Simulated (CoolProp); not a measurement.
Vapour-liquid equilibrium of C2F6 (R116) (1) + R22 (2) at 0.176 MPa; x and y are mole fractions of (1).

Values from CoolProp's multi-fluid Helmholtz-energy mixture model, Lemmon 2006 and Kamei 1995; pair parameters Bell 2016.

```
x     bubble temperature (K)  y at the bubble point  dew temperature at overall composition x (K)  liquid density (mol/L)
----  ----------------------  ---------------------  --------------------------------------------  ----------------------
0.05                   227.9                  0.543                                         243.6                   16.03
0.2                    211.8                  0.819                                         239.6                   15.40
0.35                   209.3                  0.850                                         235.1                   14.43
0.5                    208.7                  0.857                                         229.6                   13.51
0.65                   208.1                  0.869                                         222.8                   12.71
0.8                    207.2                  0.898                                         213.3                   12.02
0.95                   206.2                  0.963                                         206.4                   11.44
```

No azeotrope shows between x = 0.05 and 0.95.

Pair parameters are fitted to limited data, so mixtures are less certain than the pure fluids. With so large a gap from Raoult's law the liquid may split in two, which this calculation doesn't test in full.
